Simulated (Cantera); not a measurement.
Mixture: CH4 : C2H6 : O2 : N2 = 1 : 0.27 : 3.04 : 8.8 (molar parts), at 4.15 atm, adiabatic and at constant pressure. Ignition delay is the time to a rise of 400 K.

Detailed kinetics in Cantera: GRI-Mech 3.0 (53 species, 325 reactions).

Problem. What does this change do: pressure from 4.15 atm to 3.45 atm?

Solution. 
| quantity | before | after |
|---|---|---|
| delay at 1175 K | 1.65 ms | 1.83 ms |
| delay at 1275 K | 0.386 ms | 0.428 ms |
| delay at 1375 K | 0.126 ms | 0.140 ms |
| delay at 1475 K | 52.2 µs | 58.8 µs |
| delay at 1575 K | 25.1 µs | 28.4 µs |
| delay at 1675 K | 13.2 µs | 15.1 µs |
| delay at 1775 K | 7.58 µs | 8.66 µs |
| apparent activation energy between 1575 and 1775 K | 140 kJ/mol | 140 kJ/mol |

Problem. What does this change do: constant volume in place of constant pressure?

Solution. 
```json
[
 {"quantity": "delay at 1175 K", "before": "1.65 ms", "after": "1.56 ms"},
 {"quantity": "delay at 1275 K", "before": "0.386 ms", "after": "0.360 ms"},
 {"quantity": "delay at 1375 K", "before": "0.126 ms", "after": "0.115 ms"},
 {"quantity": "delay at 1475 K", "before": "52.2 µs", "after": "47.0 µs"},
 {"quantity": "delay at 1575 K", "before": "25.1 µs", "after": "22.3 µs"},
 {"quantity": "delay at 1675 K", "before": "13.2 µs", "after": "11.7 µs"},
 {"quantity": "delay at 1775 K", "before": "7.58 µs", "after": "6.62 µs"},
 {"quantity": "apparent activation energy between 1575 and 1775 K", "before": "140 kJ/mol", "after": "140 kJ/mol"}
]
```
